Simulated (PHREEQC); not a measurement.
Make-up at 20 °C: 7.3e-05 mol/kgw Ca(HCO3)2. Closed to the air; pH follows from the charge balance.

The numbers come from PHREEQC with the ion-association model, phreeqc.dat.

```
Item                         Value
----------------  ----------------
pH                            8.19
ionic strength    0.000219 mol/kgw
total alkalinity      0.146 meq/kg
```

```csv
species,molality,activity,log γ
HCO3-,0.000143,0.000140,-0.007
Ca+2,7.28e-5,6.81e-5,-0.029
CO2,2.17e-6,2.17e-6,0.000
OH-,1.09e-6,1.07e-6,-0.007
CO3-2,9.86e-7,9.22e-7,-0.029
CaHCO3+,1.14e-7,1.12e-7,-0.007
CaCO3,9.62e-8,9.62e-8,0.000
H+,6.51e-9,6.41e-9,-0.007
CaOH+,1.79e-9,1.76e-9,-0.007
```

Precipitation was switched off in this run.
